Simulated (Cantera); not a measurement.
Charge: 1 mol PbO, 0.55 mol CO, 12 mol H₂, at 2152 °C and 2.20 bar.

Equilibrium computed with Cantera from the NASA thermochemical tables; the gas is ideal and each condensed phase is pure. Candidate condensed phases: C, C₆H₆, C₇H₈, C₈H₁₈, H₂O, Pb, PbO, PbO₂, Pb₃O₄; 113 gas species. Gases not in the tables: (PbO)n polymers. Rates play no part.

Base state: H₂ 0.803, Pb 0.0732, H₂O 0.0725, CO 0.0398, H 0.0108, CO₂ 0.000600, OH 0.000185, PbO 0.000108 (mole fractions); condensed: gas only.

Task: What changes in the equilibrium state with this change: temperature from 2152 °C to 1452 °C?

Result: 
```tsv
species	before	after
H₂	0.803	0.813
Pb	0.0732	0.0732
H₂O	0.0725	0.0728
H	0.0108	0.000113
CO₂	0.000600	0.00101
CO	0.0398	0.0396
OH	0.000185	5.57e-7
PbO	0.000108	9.14e-6
Pb₂	2.84e-5	0.000105
Pb(l), mol	0	0.00557
```
